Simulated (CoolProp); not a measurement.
Saturated liquid density (kg/m³) of R1233zd(E): the reference equation beside estimates from Tc = 438.9 K, pc = 3.583 MPa, ω = 0.304. Rackett uses Z = 0.29056 − 0.08775 ω.

Computed with CoolProp (reference Helmholtz-energy equation of state, Akasaka 2022).

```csv
T (K),reference,Rackett,van der Waals,Peng-Robinson
344.9,1140,1145,671.4,1144
348.4,1129,1134,665.2,1132
351.8,1119,1124,659.1,1119
355.2,1109,1113,652.8,1106
358.7,1098,1102,646.2,1093
362.1,1087,1091,639.7,1079
365.5,1076,1080,632.9,1065
369,1064,1068,625.9,1050
372.4,1052,1056,618.8,1035
375.9,1040,1043,611.3,1019
```

Absolute difference from the reference over all 10 rows, mean and median: Rackett 0.4 and 0.4 %, van der Waals 41.1 and 41.1 %, Peng-Robinson 0.8 and 0.6 %.
